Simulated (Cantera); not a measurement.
Charge: 1 mol C, 0.078 mol H2O, held at 1.35 Torr.

Method: chemical equilibrium by Gibbs-energy minimisation in Cantera with the NASA 1993 tables (ideal gas, pure condensed phases). Candidate condensed phases: C, C6H6, C7H8, C8H18, H2O; 110 gas species. Rates play no part.

log p: log10 of the partial pressure in bar; n: condensed amount in mol.

| T (°C) | log p H | log p CO | log p H2 | log p C3 | log p C | log p C2 | log p C2H | n C(graphite) |
|---|---|---|---|---|---|---|---|---|
| 1700 | -4.40 | -3.05 | -3.06 | -10.85 | -10.77 | -11.92 | -9.36 | 0.922 |
| 1850 | ? | -3.06 | -3.09 | ? | ? | ? | ? | 0.922 |
| 2000 | -3.64 | -3.07 | -3.14 | -8.00 | -8.27 | -9.05 | -7.44 | 0.921 |
| 2150 | -3.37 | -3.10 | -3.24 | -6.84 | -7.25 | -7.88 | -6.70 | 0.921 |
| 2300 | -3.17 | -3.14 | -3.41 | -5.82 | -6.36 | -6.85 | -6.09 | 0.920 |
| 2450 | -3.05 | -3.18 | ? | ? | ? | ? | ? | 0.915 |
| 2600 | -3.00 | -3.22 | -4.04 | -4.12 | -4.84 | -5.12 | -5.22 | 0.885 |

Task: Complete the blanks.

Result: 
- 1850, log p H: -3.99
- 1850, log p C3: -9.32
- 1850, log p C: -9.43
- 1850, log p C2: -10.38
- 1850, log p C2H: -8.33
- 2450, log p H2: -3.68
- 2450, log p C3: -4.92
- 2450, log p C: -5.56
- 2450, log p C2: -5.94
- 2450, log p C2H: -5.59
